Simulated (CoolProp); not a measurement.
Carbonyl sulfide at several states: density (kg/m³) from the reference equation and from simpler models built on Tc = 105.6 °C, pc = 6369 kPa, ω = 0.098; each cubic takes its own stable root.

Values from CoolProp's reference Helmholtz-energy equation of state, Lemmon 2006. It is a short technical equation, of lower accuracy than the large ones.

| T (°C) | p (kPa) | phase | reference | van der Waals | Redlich-Kwong | Soave-Redlich-Kwong | Peng-Robinson |
|---|---|---|---|---|---|---|---|
| -65.65 | 3450 | liquid | 1211 | 781.7 | 1151 | 1152 | 1298 |
| 300.45 | 63.6 | gas | 0.8018 | 0.8020 | 0.8019 | 0.8018 | 0.8020 |
| -118.15 | 3110 | liquid | 1315 | 838.6 | 1246 | 1240 | 1392 |
| 318.55 | 4600 | gas | 59.29 | 60.26 | 59.67 | 58.91 | 59.85 |
| 329.25 | 23.5 | gas | 0.2819 | 0.2820 | 0.2819 | 0.2819 | 0.2820 |
